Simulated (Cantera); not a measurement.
A perfectly stirred reactor is fed with CH₄ : H₂ : H = 0.024 : 1 : 0.028 (molar parts), at 0.140 bar; it is held at 1698 K, and followed from long to short residence time.

Cantera simulation using GRI-Mech 3.0 (53 species, 325 reactions); the numbers are that mechanism's predictions, not measurements. GRI-Mech 3.0 stops at C3 and has no aromatics, soot or wall deposition, so with more carbon than oxygen in the feed, carbon stays in small species such as C2H2 where larger ones or solid carbon would form.

Q: What does this change do: H2 1 to 0.27 parts?

A: 
```tsv
quantity	before	after
x(CH₄) at τ = 0.610 s	0.0115	0.0224
x(H₂) at τ = 0.610 s	0.982	0.951
x(H) at τ = 0.610 s	0.000482	0.000512
x(C₂H₆) at τ = 0.610 s	6.99e-7	3.04e-6
x(CH₂) at τ = 0.610 s	5.57e-8	1.26e-7
x(CH₄) at τ = 30.0 ms	0.0165	0.0372
x(H₂) at τ = 30.0 ms	0.979	0.942
x(H) at τ = 30.0 ms	0.00115	0.00123
x(C₂H₆) at τ = 30.0 ms	4.21e-6	2.43e-5
x(CH₂) at τ = 30.0 ms	4.23e-7	1.02e-6
```

Q: What does this change do: CH4 0.024 to 0.15 parts?

A: 
| quantity | before | after |
|---|---|---|
| x(CH₄) at τ = 0.610 s | 0.0115 | 0.0382 |
| x(H₂) at τ = 0.610 s | 0.982 | 0.921 |
| x(H) at τ = 0.610 s | 0.000482 | 0.000363 |
| x(C₂H₆) at τ = 0.610 s | 6.99e-7 | 5.80e-6 |
| x(CH₂) at τ = 0.610 s | 5.57e-8 | 1.14e-7 |
| x(CH₄) at τ = 30.0 ms | 0.0165 | 0.0885 |
| x(H₂) at τ = 30.0 ms | 0.979 | 0.893 |
| x(H) at τ = 30.0 ms | 0.00115 | 0.000452 |
| x(C₂H₆) at τ = 30.0 ms | 4.21e-6 | 4.38e-5 |
| x(CH₂) at τ = 30.0 ms | 4.23e-7 | 3.83e-7 |
